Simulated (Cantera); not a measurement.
Charge: 1 mol B, 3.1 mol N₂, 0.13 mol H₂O, at 1448.15 K and 86.0 Pa.

Method: chemical equilibrium by Gibbs-energy minimisation in Cantera with the NASA 1993 tables (ideal gas, pure condensed phases). N₂ is the only nitrogen source here; it is nearly inert below about 1500 K, so the nitride shown seldom forms there in practice. Mutual solubility and eutectic melting of coexisting phases are not modelled. Rates play no part.

```tsv
species	before	after
N₂	0.942	0.918
H₂	0.0440	0.0373
BO	6.54e-5	0.0229
B₂O₃	0.00839	0.000120
B₂O	<1e-9	5.82e-5
HBO₂	0.00294	2.32e-5
H	6.61e-5	0.00620
H₂O	3.27e-5	4.15e-7
B₂O₂	0.000468	0.00635
HBO	0.00155	0.00878
BN(s), mol	0.914	0.870
B₂O₃(l), mol	0.0119	0
```
Gas species are given as mole fractions.

Task: Which change was made?
(A) pressure from 86.0 Pa to 1.33 mbar
(B) temperature from 1448.15 K to 1923 K
(C) temperature from 1448.15 K to 975 K
(D) 0.34 mol H₂ added

Result: B, temperature from 1448.15 K to 1923 K
